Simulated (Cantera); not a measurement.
Charge: 1 mol Si, 1.1 mol Cl2, 8.7 mol H2, held at 0.100 bar.

Points: T (K) = 500, 600, 700, 800, 900, 1000, 1100, 1200, 1300, 1400.

Cantera's Mixture.equilibrate('TP', solver="vcs", rtol=1e-11, max_steps=5000) on the NASA tables stopped like this:

```
ERROR: FAILURE its = 5001!

*******************************************************************************
CanteraError thrown by MultiPhase::equilibrate:
VCS solver failed. Return code: -1
*******************************************************************************
```

Question: What got this run through?

Answer: This is not unique; one that fits is The failure is numerical, not chemical. The same input converged with solver="gibbs", rtol=1e-10, max_steps=50000, and the result passed a check of the equilibrium conditions:
```
log10 of partial pressures in bar; condensed amounts in mol
       T/K        H2       HCL     SiCL4     SiCL2    SiHCL3     SiCL3   SiH2CL2         H    Si(cr)
       500    -1.029    -6.519    -2.361   -12.652    -2.669    -9.521    -4.442   -20.672    0.3991
       600    -1.029    -5.257    -2.355    -9.840    -2.688    -7.672    -4.321   -16.850    0.4007
       700    -1.029    -4.362    -2.350    -7.841    -2.707    -6.354    -4.246   -14.112    0.4032
       800    -1.030    -3.695    -2.349    -6.349    -2.727    -5.372    -4.198   -12.053    0.4084
       900    -1.031    -3.182    -2.355    -5.200    -2.751    -4.616    -4.170   -10.448    0.4203
      1000    -1.035    -2.780    -2.380    -4.294    -2.787    -4.029    -4.161    -9.161    0.4429
      1100    -1.041    -2.464    -2.441    -3.578    -2.849    -3.581    -4.179    -8.108    0.4755
      1200    -1.052    -2.226    -2.577    -3.028    -2.968    -3.274    -4.242    -7.231    0.5051
      1300    -1.064    -2.067    -2.850    -2.644    -3.188    -3.133    -4.377    -6.488    0.5113
      1400    -1.073    -1.985    -3.303    -2.427    -3.542    -3.179    -4.602    -5.850    0.4952
```

The gas is ideal and each condensed phase is pure. The tables' values for SiCl3 are old estimates; treat these amounts as uncertain.
